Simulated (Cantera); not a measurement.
Charge: 1 mol CaCl₂, 4.4 mol O₂, 24 mol N₂, held at 2.10 mbar.

Equilibrium computed with Cantera from the NASA thermochemical tables; the gas is ideal and each condensed phase is pure. Candidate condensed phases: Ca, CaCl₂, CaO; 17 gas species. Mutual solubility and eutectic melting of coexisting phases are not modelled. Condensed phases not in the tables: oxide chlorides. The numbers say what is thermodynamically allowed, not how fast it happens.

x: gas mole fraction; n: condensed amount in mol.

```csv
T (K),x N₂,x O₂,x CaCl₂,x Cl,x O,x NO,n CaCl₂(l),n CaO(s)
1225,0.839,0.153,0.00584,0.00207,3.59e-7,0.000208,0.796,0.0366
1325,0.815,0.147,0.0302,0.00668,2.31e-6,0.000396,0,0.110
1425,0.814,0.147,0.0293,0.00899,1.16e-5,0.000706,0,0.137
1525,0.813,0.146,0.0281,0.0116,4.72e-5,0.00117,0,0.173
1625,0.812,0.144,0.0266,___,___,___,0,___
1725,0.811,0.143,0.0251,0.0175,0.000479,0.00267,0,0.259
1825,0.810,0.141,0.0235,0.0207,0.00126,0.00376,0,0.306
1925,0.808,0.139,0.0218,0.0239,0.00299,0.00508,0,0.353
2025,0.805,0.135,___,___,___,___,0,___
2125,0.801,0.129,0.0184,0.0299,0.0130,0.00838,0,0.441
```

### Question
What belongs in the gaps?

### Answer

- 2025, x CaCl₂: 0.0201
- 2025, x Cl: 0.0270
- 2025, x O: 0.00648
- 2025, x NO: 0.00664
- 2025, n CaO(s): 0.400
- 1625, x Cl: 0.0145
- 1625, x O: 0.000161
- 1625, x NO: 0.00181
- 1625, n CaO(s): 0.214
